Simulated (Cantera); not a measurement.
An isothermal, constant-pressure homogeneous reactor starts with 54.6 % C₃H₈, 45.4 % H₂, at 1698 K and 0.132 atm.

Computed with Cantera and GRI-Mech 3.0 (53 species, 325 reactions). GRI-Mech 3.0 was tuned for natural gas; its chemistry of propane as a main component is partial and can be far from experiment. GRI-Mech 3.0 stops at C3 and has no aromatics, soot or wall deposition, so with more carbon than oxygen in the feed, carbon stays in small species such as C2H2 where larger ones or solid carbon would form.

x: mole fraction; the columns are a selection and need not sum to one.

```tsv
t (s)	x C₃H₈	x H₂	x C₂H₆	x C₂H₄	x CH₃
2.00e-5	0.243	0.403	0.0191	0.163	0.0607
6.55e-5	0.0186	0.397	0.0214	0.270	0.0276
0.000215	9.69e-5	0.451	0.00315	0.188	0.00586
0.000703	[?]	0.491	[?]	[?]	[?]
0.00230	7.93e-8	0.522	9.92e-5	0.0516	0.00110
0.00754	[?]	0.551	0.000101	[?]	0.00118
0.0247	4.03e-8	0.579	7.23e-5	0.00237	0.00102
0.0809	1.05e-8	0.623	2.87e-5	0.00170	0.000657
0.265	1.00e-9	0.663	5.34e-6	0.00140	0.000291
0.869	9.88e-11	0.680	7.46e-7	0.00138	0.000103
2.85	4.02e-11	0.684	3.03e-7	0.00138	5.52e-5
9.32	3.80e-11	0.684	2.88e-7	0.00138	5.28e-5
30.5	3.80e-11	0.684	2.88e-7	0.00138	5.28e-5
100	3.80e-11	0.684	2.88e-7	0.00138	5.28e-5
```

### Question
Some entries are withheld; supply them.

### Answer

- 0.000703, x C₃H₈: 4.85e-7
- 0.000703, x C₂H₆: 0.000343
- 0.000703, x C₂H₄: 0.115
- 0.000703, x CH₃: 0.00190
- 0.00754, x C₃H₈: 6.63e-8
- 0.00754, x C₂H₄: 0.00657
